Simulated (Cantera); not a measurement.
Mixture: CH4 : C2H6 : C3H8 : O2 : N2 : CO2 = 1 : 0.04 : 0.059 : 4.77 : 12.4 : 1.4 (molar parts), equivalence ratio 0.51, at 1600000 Pa, adiabatic and at constant volume. Ignition delay is the time to a rise of 400 K.

Computed with Cantera and GRI-Mech 3.0 (53 species, 325 reactions). The pressure lies above the range GRI-Mech 3.0 was tuned for (to about 10 atm).

Q: Predict: delay at 1200 K; delay at 1350 K; delay at 1500 K; delay at 1650 K; delay at 1800 K; apparent activation energy between 1650 and 1800 K.

A: 
```
Item                                                    Result
--------------------------------------------------  ----------
delay at 1200 K                                       0.874 ms
delay at 1350 K                                       0.138 ms
delay at 1500 K                                        28.6 µs
delay at 1650 K                                        8.15 µs
delay at 1800 K                                        3.13 µs
apparent activation energy between 1650 and 1800 K  160 kJ/mol
```
